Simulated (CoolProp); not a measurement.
Vapour-liquid equilibrium of methanol (1) + dimethyl carbonate (2) at 0.0526 MPa; x and y are mole fractions of (1).

The numbers come from the multi-fluid Helmholtz-energy mixture model, de Reuck 1993 and Zhou 2011; pair parameters Bell 2016 in CoolProp.

**Question.** Give the bubble temperature and the first vapour's composition at x = 0.05, 0.575, 0.65. Is there an azeotrope?

**Answer.** x = 0.05: 337.3 K, y = 0.246; x = 0.575: 321.5 K, y = 0.728; x = 0.65: 321.2 K, y = 0.751. y crosses x between x = 0.8 and 0.875: the model has an azeotrope there.

Pair parameters are fitted to limited data, so mixtures are less certain than the pure fluids.
